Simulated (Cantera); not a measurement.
Feed: 1 mol Pb, 0.071 mol H2, 38 mol N2, equilibrated at 0.0100 bar.

Equilibrium computed with Cantera from the NASA thermochemical tables; the gas is ideal and each condensed phase is pure. Candidate condensed phases: Pb; 11 gas species. Kinetics and transport are ignored.

log p: log10 of the partial pressure in bar; n: condensed amount in mol.

```tsv
T (K)	log p N2	log p Pb	log p H2	log p H	n Pb(s)	n Pb(l)
598	-2.00	-11.34	-4.73	<-14	1.00	0
698	-2.00	-8.99	-4.73	<-14	0	1.000
798	-2.00	-7.24	-4.73	-13.94	0	1.000
898	-2.00	-5.89	-4.73	-12.33	0	0.995
998	-2.00	-4.81	-4.73	-11.03	0	0.941
1098	-2.01	…	-4.73	…	0	…
1198	-2.01	-3.59	-4.74	-9.09	0	0
1298	-2.01	-3.59	-4.74	-8.34	0	0
1398	-2.01	-3.59	-4.74	-7.70	0	0
1498	-2.01	-3.59	-4.74	…	0	0
1598	-2.01	-3.59	-4.74	-6.65	0	0
```

### Question
Complete the blanks.

### Answer

- 1498, log p H: -7.14
- 1098, log p Pb: -3.93
- 1098, log p H: -9.97
- 1098, n Pb(l): 0.550
